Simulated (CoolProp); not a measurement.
Model: reference Helmholtz-energy equation of state, Lemmon 2005, in CoolProp. It is a short technical equation, of lower accuracy than the large ones.

Problem. Give the vapour pressure (kPa), liquid density (kg/m³), vapour density (kg/m³), enthalpy of vaporisation (kJ/kg) of saturated isobutene at 41.15, 53.75 °C.

Solution. 
| T (°C) | p (kPa) | liquid density (kg/m³) | vapour density (kg/m³) | enthalpy of vaporisation (kJ/kg) |
|---|---|---|---|---|
| 41.15 | 484 | 568 | 11.8 | 340 |
| 53.75 | 671 | 550 | 16.3 | 324 |
